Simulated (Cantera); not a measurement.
Cantera run:

```python
import numpy as np
import cantera as ct

gas_names = [...]  # 151 gases of nasa_gas.yaml made of C, H, N, O, Si
cond_names = """
    C(gr) C6H6(L) C7H8(L) C8H18(L),n-octa H2O(s) H2O(L) Si(cr) Si(L) SiC(b) SiO2(Lqz) SiO2(hqz) SiO2(L)
    Si2N2O(s) Si3N4(a)
""".split()


# ... load() reads the species with a 1 bar reference pressure and builds the phases ...
atoms = {
    'SiH4': {'Si': 1, 'H': 4},
    'CO2': {'C': 1, 'O': 2},
    'N2': {'N': 2},
}
top_T = {'C(gr)': 4500, 'SiC(b)': 3050, 'Si2N2O(s)': 2100, 'Si3N4(a)': 2400}  # K; cautious upper limits of use, not melting points


# ... equilibrate(T, P, feed) seeds the gas with the atoms and calls Mixture.equilibrate('TP', solver="vcs", rtol=1e-11, max_steps=5000) ...
results = []
feed = {'SiH4': 1, 'CO2': 0.37, 'N2': 88}  # mol
P = 110  # Pa
for T in [1700, 1725, 1750, 1775, 1800, 1825, 1850, 1875, 1900, 1925, 1950, 1975]:
    mix = equilibrate(T, P, feed)
    results.append((T, P, feed, dict(zip(mix.species_names, mix.species_moles))))

top = {s: max(r[3][s] / sum(r[3][g] for g in gas_names) for r in results) for s in gas_names}
cols = sorted((s for s in top if top[s] > 1e-05), key=lambda s: -top[s])[:6]
seen = [c for c in cond_names if any(r[3].get(c, 0) > 1e-12 for r in results)]
print("log10 of partial pressures in bar; condensed amounts in mol")
print(f"{'T/K':>10s}" + "".join(f"{s[:9]:>10s}" for s in cols + seen))
for T, P, feed, n in results:
    ng = sum(n[g] for g in gas_names)
    print(f"{T:10.4g}" + "".join(f"{np.log10(max(n[s] / ng * P / 1e5, 1e-99)):10.3f}" for s in cols)
          + "".join(f"{n.get(c, 0):10.4g}" for c in seen))
```

Result:

```
log10 of partial pressures in bar; condensed amounts in mol
       T/K        N2        H2       SiO        Si         H        CO    SiC(b)
      1700    -2.972    -4.622    -5.094    -6.331    -6.143    -6.039    0.2932
      1725    -2.972    -4.624    -5.101    -6.150    -6.043    -5.982    0.2822
      1750    -2.973    -4.627    -5.111    -5.983    -5.947    -5.915     0.267
      1775    -2.973    -4.629    -5.125    -5.827    -5.853    -5.838    0.2465
      1800    -2.973    -4.633    -5.143    -5.683    -5.762    -5.755    0.2197
      1825    -2.974    -4.637    -5.168    -5.549    -5.675    -5.668    0.1854
      1850    -2.974    -4.642    -5.201    -5.425    -5.590    -5.580    0.1424
      1875    -2.975    -4.648    -5.244    -5.311    -5.507    -5.493    0.0899
      1900    -2.975    -4.655    -5.300    -5.206    -5.428    -5.410   0.02748
      1925    -2.976    -4.663    -5.332    -5.158    -5.351    -5.373         0
      1950    -2.976    -4.671    -5.338    -5.148    -5.276    -5.367         0
      1975    -2.976    -4.681    -5.342    -5.141    -5.204    -5.363         0
```

Method: chemical equilibrium by Gibbs-energy minimisation in Cantera with the NASA 1993 tables (ideal gas, pure condensed phases). The tables' values for SiN are old estimates; treat these amounts as uncertain.
